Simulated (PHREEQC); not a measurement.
Dissolve 0.4 mol/kgw Na2CO3, 1.3 mol/kgw Na2SO4 and 0.00071 mol/kgw H4SiO4 at 20 °C and 50 atm. Closed to the air; pH follows from the charge balance.

Equilibrium calculation in PHREEQC: Pitzer model, pitzer.dat.

No solid was allowed to form.

Q: What pH does the model give?

A: pH 11.45.

Q: In which forms is C present?

A: CO3-2 99 %, HCO3- 1.0 % of the C.

Species that the database lacks are ignored. In brines, pH and single-ion activities rest on the MacInnes convention. Under pressure, the constants of complexes without a molar volume in the database are unreliable.
